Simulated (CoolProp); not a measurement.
Model: reference Helmholtz-energy equation of state, Platzer 1990, in CoolProp. This equation is an older, rougher fit; its heat capacities, sound speeds and derivatives of the liquid may be far off and weren't checked against measurements.

Give the vapour pressure (bar), liquid density (kg/m³), vapour density (kg/m³), surface tension (mN/m) of saturated CF4 (R14) at -85.55 °C.


| T (°C) | p (bar) | liquid density (kg/m³) | vapour density (kg/m³) | surface tension (mN/m) |
|---|---|---|---|---|
| -85.55 | 9.69 | 1340 | 67.3 | 4.89 |

Surface tension comes from a separate correlation (Mulero 2012).
